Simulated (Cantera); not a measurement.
Mixture: 11.9 % CH3OH, 11.2 % O2, 77.0 % N2, equivalence ratio 1.6, at 16500 Torr, adiabatic and at constant pressure. Ignition delay is the time to a rise of 400 K.

Computed with Cantera and GRI-Mech 3.0 (53 species, 325 reactions). GRI-Mech 3.0 was tuned for natural gas; its chemistry of methanol as a main component is partial and can be far from experiment. The pressure lies above the range GRI-Mech 3.0 was tuned for (to about 10 atm).

**Question.** Predict: delay at 1250 K; delay at 1300 K; delay at 1350 K; delay at 1400 K; delay at 1450 K; delay at 1500 K; apparent activation energy between 1400 and 1500 K.

**Answer.** 
- delay at 1250 K: 0.399 ms
- delay at 1300 K: 0.191 ms
- delay at 1350 K: 97.1 µs
- delay at 1400 K: 52.5 µs
- delay at 1450 K: 30.0 µs
- delay at 1500 K: 18.1 µs
- apparent activation energy between 1400 and 1500 K: 190 kJ/mol
